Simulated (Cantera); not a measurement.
A Cantera script and what it prints.

```python
import numpy as np
import cantera as ct

gas_names = [...]  # 113 gases of nasa_gas.yaml made of C, H, O, Ti
cond_names = """
    C(gr) C6H6(L) C7H8(L) C8H18(L),n-octa H2O(s) H2O(L) Ti(a) Ti(b) Ti(L) TiC(s) TiC(L) TiO(a) TiO(b)
    TiO(L) TiO2(ru) TiO2(L) Ti2O3(a) Ti2O3(b) Ti2O3(L) Ti3O5(a) Ti3O5(b) Ti3O5(L) Ti4O7(s) Ti4O7(L)
""".split()


# ... load() reads the species with a 1 bar reference pressure and builds the phases ...
atoms = {
    'Ti': {'Ti': 1},
    'H2O': {'H': 2, 'O': 1},
    'CO': {'C': 1, 'O': 1},
}
top_T = {'C(gr)': 4500}  # K; cautious upper limits of use, not melting points


# ... equilibrate(T, P, feed) seeds the gas with the atoms and calls Mixture.equilibrate('TP', solver="vcs", rtol=1e-11, max_steps=5000) ...
results = []
feed = {'Ti': 1, 'H2O': 1.5, 'CO': 3.8}  # mol
T = 1923  # K
P = 7400  # Pa
mix = equilibrate(T, P, feed)
results.append((T, P, feed, dict(zip(mix.species_names, mix.species_moles))))
x = sorted(zip(gas.X, gas.species_names), reverse=True)
print(f"T = {T:g} K  P = {P:g} Pa  gas = {mix.phase_moles(0):.4g} mol")
print("   x: " + "  ".join(f"{s} {v:.3e}" for v, s in x if v > 0.001))
print("   condensed (mol): " + ("  ".join(f"{mix.phase(i).name} {mix.phase_moles(i):.4g}"
      for i in range(1, mix.n_phases) if mix.phase_moles(i) > 1e-12) or "none"))
```

It prints:

```
T = 1923 K  P = 7400 Pa  gas = 5.305 mol
   x: CO 7.162e-01  H2 2.818e-01  H 1.838e-03
   condensed (mol): TiC(s) 0.0003069  Ti2O3(b) 0.4998
```

Cantera equilibrium calculation (NASA polynomials, part measured and part estimated; ideal gas, pure solids and liquids). Mutual solubility and eutectic melting of coexisting phases are not modelled. TiC: taken at fixed stoichiometry.
